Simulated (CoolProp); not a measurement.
Model: reference Helmholtz-energy equation of state, Fiedler 2023, in CoolProp.

**Question.** Give the vapour pressure (MPa), liquid density (kg/m³), enthalpy of vaporisation (kJ/kg), liquid cp (kJ/(kg K)) of saturated tetrahydrofuran at 426.7, 439, 463.5 K.

**Answer.** 
```tsv
T (K)	p (MPa)	liquid density (kg/m³)	enthalpy of vaporisation (kJ/kg)	liquid cp (kJ/(kg K))
426.7	0.904	723	339	2.30
439	1.14	705	325	2.38
463.5	1.74	665	294	2.56
```
